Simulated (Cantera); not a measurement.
What does this Cantera script print?

```python
import numpy as np
import cantera as ct

gas_names = """
    Br Br2 Si SiBr SiBr2 SiBr3 SiBr4 Si2 Si3
""".split()
cond_names = """
    Br2(cr) Br2(L) Si(cr) Si(L)
""".split()


# ... load() reads the species with a 1 bar reference pressure and builds the phases ...
atoms = {
    'Si': {'Si': 1},
    'Br2': {'Br': 2},
}
top_T = {}  # K; cautious upper limits of use, not melting points


# ... equilibrate(T, P, feed) seeds the gas with the atoms and calls Mixture.equilibrate('TP', solver="vcs", rtol=1e-11, max_steps=5000) ...
results = []
T = 600  # K
P = 360  # Pa
for m in [1.1, 1.3, 1.5, 1.8, 2.1, 2.4, 2.8, 3.3, 3.9, 4.5, 5.3, 6.2]:
    feed = {'Si': 1, 'Br2': m}  # mol
    mix = equilibrate(T, P, feed)
    results.append((T, P, feed, dict(zip(mix.species_names, mix.species_moles))))

top = {s: max(r[3][s] / sum(r[3][g] for g in gas_names) for r in results) for s in gas_names}
cols = sorted((s for s in top if top[s] > 1e-06), key=lambda s: -top[s])[:8]
seen = [c for c in cond_names if any(r[3].get(c, 0) > 1e-12 for r in results)]
print("log10 of partial pressures in bar; condensed amounts in mol")
print(f"{'n(Br2)':>10s}" + "".join(f"{s[:9]:>10s}" for s in cols + seen))
for T, P, feed, n in results:
    ng = sum(n[g] for g in gas_names)
    print(f"{feed['Br2']:10.4g}" + "".join(f"{np.log10(max(n[s] / ng * P / 1e5, 1e-99)):10.3f}" for s in cols)
          + "".join(f"{n.get(c, 0):10.4g}" for c in seen))
```

Output:

```
log10 of partial pressures in bar; condensed amounts in mol
    n(Br2)     SiBr4       Br2        Br     SiBr3    Si(cr)
       1.1    -2.444   -18.620   -14.946    -8.169      0.45
       1.3    -2.444   -18.620   -14.946    -8.169      0.35
       1.5    -2.444   -18.620   -14.946    -8.169      0.25
       1.8    -2.444   -18.620   -14.946    -8.169       0.1
       2.1    -2.485    -3.485    -7.379   -15.778         0
       2.4    -2.590    -2.988    -7.130   -16.131         0
       2.8    -2.699    -2.796    -7.034   -16.336         0
       3.3    -2.805    -2.691    -6.982   -16.495         0
       3.9    -2.906    -2.627    -6.950   -16.628         0
       4.5    -2.988    -2.590    -6.931   -16.728         0
       5.3    -3.077    -2.559    -6.916   -16.833         0
       6.2    -3.160    -2.536    -6.905   -16.927         0
```

These are equilibrium values from Cantera (NASA tables, ideal gas, pure condensed phases), not measurements of a reactor.
